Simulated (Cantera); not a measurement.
Mixture: 10.9 % C3H8, 21.2 % O2, 67.9 % N2, equivalence ratio 2.6, at 0.424 atm, adiabatic and at constant pressure. Ignition delay is the time to a rise of 400 K.

Detailed kinetics in Cantera: GRI-Mech 3.0 (53 species, 325 reactions). GRI-Mech 3.0 was tuned for natural gas; its chemistry of propane as a main component is partial and can be far from experiment.

Q: Predict: delay at 1150 K; delay at 1250 K; delay at 1350 K; delay at 1450 K; delay at 1550 K; apparent activation energy between 1450 and 1550 K.

A: 
- delay at 1150 K = 24.7 ms
- delay at 1250 K = 3.37 ms
- delay at 1350 K = 0.720 ms
- delay at 1450 K = 0.231 ms
- delay at 1550 K = 0.102 ms
- apparent activation energy between 1450 and 1550 K = 150 kJ/mol
